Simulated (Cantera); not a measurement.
## Thermodynamics of carbothermic reduction, feed Cu2O + C + H2

Input: 1 mol Cu2O, 1.5 mol C, 3.4 mol H2, equilibrated at 1473.15 K and 1.00 bar.

Method: chemical equilibrium by Gibbs-energy minimisation in Cantera with the NASA 1993 tables (ideal gas, pure condensed phases). Candidate condensed phases: C, C6H6, C7H8, C8H18, Cu, CuO, Cu(OH)2, Cu2O, H2O; 113 gas species. Rates play no part.

```yaml
x(H2): 0.771
x(CO): 0.227
x(CH4): 0.00174
x(H2O): 0.000366
x(CO2): 4.37e-5
x(H): 1.11e-5
x(Cu): 5.19e-6
x(C2H2 (acetylene)): 5.02e-6
x(C2H4): 1.45e-6
n(C(graphite)): 0.494 mol
n(Cu(l)): 2.00 mol
gas_amount: 4.391 mol
log10 activity of Cu(OH)2(s) (absent): -15.43
```
